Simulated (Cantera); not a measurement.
Charge: 1 mol Ni, 0.99 mol H2S, 100 mol N2, held at 1052 °C and 3700 Pa.

Method: chemical equilibrium by Gibbs-energy minimisation in Cantera with the NASA 1993 tables (ideal gas, pure condensed phases). Candidate condensed phases: Ni, NiS, NiS2, Ni3S2, Ni3S4, S; 17 gas species. Equilibrium is a limit: real reactors are often held back by kinetics, nucleation or transport.

Base state: N2 0.989, H2 0.00918, S2 0.00129, H2S 0.000600, SH 2.53e-5 (mole fractions); condensed: Ni3S2(l).

Q: What changes in the equilibrium state with this change: temperature from 1052 °C to 525 °C?

A: 
```tsv
species	before	after
N2	0.989	0.990
H2	0.00918	0.00660
H2S	0.000600	0.00320
SH	2.53e-5	8.37e-9
S2	0.00129	1.49e-6
Ni3S2(l), mol	0.333	0
Ni3S2(s), mol	0	0.333
```

Q: What changes in the equilibrium state with this change: pressure from 3700 Pa to 48.0 Pa?

A: 
```csv
species,before,after
N2,0.989,0.988
H2,0.00918,0.00967
S2,0.00129,0.00202
H2S,0.000600,9.04e-5
SH,2.53e-5,3.26e-5
"Ni3S2(l), mol",0.333,0.283
"Ni(s), mol",0,0.150
```
Metal and sulfide melt together well below either melting point, which pure phases cannot show. Mutual solubility and eutectic melting of coexisting phases are not modelled.
